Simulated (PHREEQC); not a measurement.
Dissolve 130 mmol/kgw H2SO4 and 38 mmol/kgw Fe(NO3)3 at 82 °C. Closed to the air; pH follows from the charge balance.

Computed with PHREEQC (ion-association model, phreeqc.dat).

This is a speciation only: nothing precipitates in the calculation.

### Question
What pH, density, ionic strength does the model give?

### Answer
pH 0.93; density 0.985 g/cm³; ionic strength 0.249 mol/kgw.

### Question
In which forms is S present?

### Answer
HSO4- 69 %, FeHSO4+2 15 %, FeSO4+ 11 %, SO4-2 4.2 %, Fe(SO4)2- 0.8 % of the S.

The solution is supersaturated, for example in Hematite (slow to form), Goethite (slow to form), so a real one may precipitate; this is no full list. At this temperature some constants are extrapolated from 25 °C, and those without enthalpy data are left unchanged.
